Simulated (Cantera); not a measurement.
An isothermal, constant-pressure homogeneous reactor starts with 6.53 % H₂, 50.3 % O₂, 43.2 % N₂, at 900 K and 0.0120 bar.

Model: the H2/O2 subset of GRI-Mech 3.0, which has no nitrogen chemistry, integrated in Cantera. Radical loss at walls, strong at low pressure, is not modelled. Below about 950 K walls govern HO2 and H2O2 in real vessels. The temperature is held fixed by assumption; the heat of reaction is taken as removed at once.

x: mole fraction; the columns are a selection and need not sum to one.

| t (s) | x H₂ | x O₂ | x HO₂ | x H | x H₂O₂ |
|---|---|---|---|---|---|
| 2.00e-6 | 0.0653 | 0.503 | <1e-12 | <1e-12 | <1e-12 |
| 7.43e-6 | 0.0653 | 0.503 | <1e-12 | <1e-12 | <1e-12 |
| 2.76e-5 | 0.0653 | 0.503 | <1e-12 | <1e-12 | <1e-12 |
| 0.000102 | 0.0653 | 0.503 | 1.41e-12 | 1.32e-12 | <1e-12 |
| 0.000381 | 0.0653 | 0.503 | 5.27e-12 | 4.85e-12 | <1e-12 |
| 0.00141 | 0.0653 | 0.503 | 2.05e-11 | 3.05e-11 | <1e-12 |
| 0.00525 | 0.0653 | 0.503 | 2.86e-10 | 3.94e-9 | <1e-12 |
| 0.0195 | 0.0296 | 0.486 | 5.50e-6 | 0.0158 | 1.40e-7 |
| 0.0725 | 0.000417 | 0.485 | 4.44e-6 | 0.000356 | 1.08e-7 |
| 0.269 | 3.23e-5 | 0.486 | 1.04e-6 | 3.42e-6 | 5.48e-8 |
| 1.00 | [?] | 0.486 | [?] | [?] | [?] |

Question: What belongs in the gaps?

Answer: 
- 1.00, x H₂: 2.87e-6
- 1.00, x HO₂: 1.66e-7
- 1.00, x H: 8.90e-8
- 1.00, x H₂O₂: 2.16e-8
